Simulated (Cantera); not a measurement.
Feed: 1 mol Si₃N₄, 0.29 mol O₂, 720 mol H₂, at 0.00160 bar.

Cantera equilibrium calculation (NASA polynomials, part measured and part estimated; ideal gas, pure solids and liquids). Candidate condensed phases: H₂O, Si, SiO₂, Si₂N₂O, Si₃N₄; 35 gas species. Mutual solubility and eutectic melting of coexisting phases are not modelled. Kinetics and transport are ignored. All values below are at 1398 K.

Base state: H₂ 0.998, N₂ 0.00203, H 0.000118, SiO 6.35e-5 (mole fractions); condensed: Si(s) + Si₂N₂O(s).

### Question
What changes in the equilibrium state with this change: pressure from 0.00160 bar to 0.0400 bar?

### Answer
```csv
species,before,after
H₂,0.998,1.000
N₂,0.00203,0.000269
H,0.000118,2.37e-5
SiO,6.35e-5,1.20e-6
"Si(s), mol",1.89,0
"Si₂N₂O(s), mol",0.534,0.579
"Si₃N₄(s), mol",0,0.614
```
